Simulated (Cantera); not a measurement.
# Gas-phase reforming

An isothermal, constant-pressure homogeneous reactor starts with CH4 : CO2 = 1 : 4.9 (molar parts), at 1550 K and 2200000 Pa.

Model: GRI-Mech 3.0 (53 species, 325 reactions), integrated in Cantera. The pressure lies above the range GRI-Mech 3.0 was tuned for (to about 10 atm).

| t (s) | x CH4 | x CO2 | x H2 | x CO | x CH2CO | x H2O | x OH |
|---|---|---|---|---|---|---|---|
| 6.00e-5 | 0.169 | 0.830 | 0.000105 | 6.99e-6 | 1.12e-11 | 6.62e-6 | 8.99e-10 |
| 0.000221 | 0.169 | 0.830 | 0.000428 | 3.21e-5 | 2.09e-10 | 2.96e-5 | 1.27e-9 |
| 0.000812 | 0.166 | 0.830 | 0.00205 | 0.000222 | 5.34e-9 | 0.000199 | 3.25e-9 |
| 0.00299 | 0.157 | 0.823 | 0.00995 | 0.00235 | 1.63e-7 | 0.00221 | 1.18e-8 |
| 0.0110 | 0.131 | 0.786 | 0.0260 | 0.0204 | 2.80e-6 | 0.0197 | 3.51e-8 |
| 0.0404 | 0.0754 | 0.671 | 0.0255 | 0.0966 | 2.37e-5 | 0.0918 | 1.04e-7 |
| 0.149 | 0.0222 | 0.522 | 0.0277 | 0.214 | 6.44e-5 | 0.164 | 2.13e-7 |
| 0.546 | 0.0175 | 0.424 | 0.0468 | 0.324 | 2.29e-5 | 0.168 | 1.75e-7 |
| 2.01 | 0.00990 | 0.353 | 0.0682 | 0.398 | 3.20e-6 | 0.168 | 1.44e-7 |
| 7.39 | 0.00128 | 0.325 | 0.0798 | 0.423 | 1.70e-7 | 0.171 | 1.36e-7 |
| 27.2 | 3.49e-6 | 0.322 | 0.0812 | 0.425 | 4.52e-10 | 0.172 | 1.37e-7 |
| 100 | 1.50e-6 | 0.322 | 0.0812 | 0.425 | 2.18e-10 | 0.172 | 1.37e-7 |
x: mole fraction; the columns are a selection and need not sum to one.

Equilibrium at this temperature and pressure: CH4 1.55e-6, CO2 0.322, H2 0.0812, CO 0.425, CH2CO 2.24e-10, H2O 0.172, OH 1.37e-7 (gas phase only).
